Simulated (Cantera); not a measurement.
Feed: 1 mol FeCl₃, 2.9 mol H₂O, 24 mol N₂, at 0.00360 Torr.

Cantera equilibrium calculation (NASA polynomials, part measured and part estimated; ideal gas, pure solids and liquids). Candidate condensed phases: Fe, FeCl₂, FeCl₃, FeO, Fe(OH)₂, Fe(OH)₃, Fe₂O₃, Fe₃O₄, H₂O, NH₄Cl; 37 gas species. Mutual solubility and eutectic melting of coexisting phases are not modelled. The tables' stoichiometric FeO is somewhat more stable than real wüstite, so its field is too wide. FeO: taken at fixed stoichiometry. Condensed phases not in the tables: FeOCl. Rates play no part.

What share of the Fe ends up in condensed phases as a function of T (K), at 825, 925, 1025, 1125, 1225, 1325, 1425, 1525, 1625?


```
T (K)  Fe condensed (%)                 as
-----  ----------------  -----------------
825               100.0           Fe₂O₃(s)
925                99.8           Fe₂O₃(s)
1025               98.8           Fe₂O₃(s)
1125               97.0           Fe₃O₄(s)
1225               90.4           Fe₃O₄(s)
1325               78.9           Fe₃O₄(s)
1425               64.8           Fe₃O₄(s)
1525               52.0  FeO(s) + Fe₃O₄(s)
1625               29.5             FeO(s)
```
